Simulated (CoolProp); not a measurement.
Values from CoolProp's reference Helmholtz-energy equation of state, Thol 2016.

### Question
For hexamethyldisiloxane (MM), give the phase and the density (kg/m³), cp (kJ/(kg K)), isothermal compressibility (1/MPa), expansivity (1/kK) at 348.6 K and 9.63 bar; 425.1 K and 9.63 bar; 520.9 K and 9.63 bar.

### Answer
- 348.6 K and 9.63 bar: liquid; density 707, cp 2.04, isothermal compressibility 0.00340, expansivity 1.59
- 425.1 K and 9.63 bar: liquid; density 610, cp 2.28, isothermal compressibility 0.00955, expansivity 2.40
- 520.9 K and 9.63 bar: gas; density 45.2, cp 2.19, isothermal compressibility 1.35, expansivity 4.15
